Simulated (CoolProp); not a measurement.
A single-stage vapour-compression cycle with the fluid: evaporating at 225.15 K (dew point), condensing at 260.15 K (bubble point), superheat 0 K, subcooling 5 K, compressor efficiency 0.85, no pressure losses. The same conditions are run with several fluids, on thermodynamics alone (safety and materials aside).

Model: reference Helmholtz-energy equation of state of each fluid (R134a: Tillner-Roth 1994; R22: Kamei 1995; R115: Lemmon 2016; R410A: Lemmon 2003; chlorine: Thol 2021; ammonia: Gao 2020), in CoolProp. Blends and air are pseudo-pure fits.

Rank R134a, R22, R115, R410A, chlorine, ammonia by cooling COP, highest first.

R134a (4.97), R22 (4.92), R410A (4.86), R115 (4.81), chlorine (4.78), ammonia (4.72)

```tsv
fluid	pressure ratio	discharge temperature (K)	refrigerating effect (kJ/kg)	volumetric capacity (kJ/m³)
R134a	5.38	280.2	193	354
R22	4.46	298.0	205	696
R115	4.26	262.3	100	574
R410A	4.32	293.0	228	1110
chlorine	4.49	344.8	266	536
ammonia	5.60	355.3	1280	542
```
